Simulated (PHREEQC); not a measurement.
Make-up at 20 °C: 0.22 mol/kgw HF, 0.0081 mol/kgw (NH4)2SiF6, 0.00027 mol/kgw HBF4 and 0.012 mol/kgw HCl. Closed to the air; pH follows from the charge balance.

Computed with PHREEQC (ion-association model, phreeqc.dat).

No solid was allowed to form.

Q: Estimate the pH.

A: pH 1.65.

Q: In which forms is F present?

A: HF 74 %, SiF6-2 18 %, HF2- 4.4 %, F- 3.0 % of the F.

Complexes and solids missing from the database can't appear. SiF6-2 is the database's only silicon fluoride. Real BF4- forms and hydrolyses slowly; the run takes it at equilibrium.
